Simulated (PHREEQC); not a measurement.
0.17 g of hydrous ferric oxide (600 m²/g; 0.2 weak and 0.005 strong sites per Fe, Dzombak-Morel constants, diffuse double layer) in 1 kg of water with 0.001 mol/kgw of an inert sodium salt and 1e-05 mol ZnCl2 and 0.0006 mol NaH2PO4, at 25 °C; the pH is set by adding NaOH or the inert anion's acid. O2 is buffered at 0.21 atm. CO2 from the air is kept out. No solid was allowed to form.

The series has 13 steps of pH, from 4 to 10.

Computed with PHREEQC (ion-association model, wateq4f.dat).

**Question.** Near which pH is half of the Zn sorbed, and on which side is more sorbed?

**Answer.** Near pH 5.9, with more sorbed at higher pH.

**Question.** Near which pH is half of the P sorbed, and on which side is more sorbed?

**Answer.** Near pH 6.0, with more sorbed at lower pH.

**Question.** At which pH does the surface charge pass through zero?

**Answer.** Near pH 5.1.

Species that the database lacks are ignored. H3PO4, which wateq4f.dat lacks, is added to it with the constant of phreeqc.dat. The database has no phosphate complexes of Zn.
